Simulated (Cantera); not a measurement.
Charge: 1 mol CH3Cl, 1.1 mol HCl, equilibrated at 2498 K and 56.0 mbar.

Method: chemical equilibrium by Gibbs-energy minimisation in Cantera with the NASA 1993 tables (ideal gas, pure condensed phases). Candidate condensed phases: C, C6H6, C7H8, C8H18; 91 gas species. Rates play no part.

Base state: HCl 0.557, H2 0.306, Cl 0.0750, H 0.0583, C2H2 (acetylene) 0.00328, C2HCl 6.83e-5, C2H 4.47e-5, Cl2 2.71e-5 (mole fractions); condensed: C(graphite).

**Question.** What changes in the equilibrium state with this change: CH3Cl replaced by CH3F?

**Answer.** 
```tsv
species	before	after
HF	0	0.307
HCl	0.557	0.297
H2	0.306	0.295
Cl	0.0750	0.0406
H	0.0583	0.0572
F	0	0.000124
Cl2	2.71e-5	7.98e-6
C2HCl	6.83e-5	3.64e-5
C(graphite), mol	0.977	0.978
```
